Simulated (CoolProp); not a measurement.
Vapour-liquid equilibrium of p-xylene (1) + n-undecane (2) at 0.00339 MPa; x and y are mole fractions of (1).

Values from CoolProp's multi-fluid Helmholtz-energy mixture model, Zhou 2012 and Aleksandrov 2011; pair parameters Bell 2016.

| x | bubble temperature (K) | y at the bubble point | dew temperature at overall composition x (K) | liquid density (mol/L) |
|---|---|---|---|---|
| 0.05 | 360.7 | 0.295 | 366.2 | 4.506 |
| 0.2 | 346.7 | 0.704 | 363.0 | 4.907 |
| 0.35 | 337.6 | ___ | 359.2 | 5.333 |
| 0.5 | 331.2 | 0.922 | 354.8 | 5.802 |
| 0.65 | 326.2 | 0.959 | ___ | 6.332 |
| 0.8 | 322.3 | 0.982 | 341.3 | ___ |
| 0.95 | 319.0 | 0.996 | 327.6 | ___ |

Q: Fill in the missing entries.

A: 
- 0.35, y at the bubble point: 0.853
- 0.65, dew temperature at overall composition x (K): 349.2
- 0.8, liquid density (mol/L): 6.938
- 0.95, liquid density (mol/L): 7.644

No azeotrope shows between x = 0.05 and 0.95.

Pair parameters are fitted to limited data, so mixtures are less certain than the pure fluids.
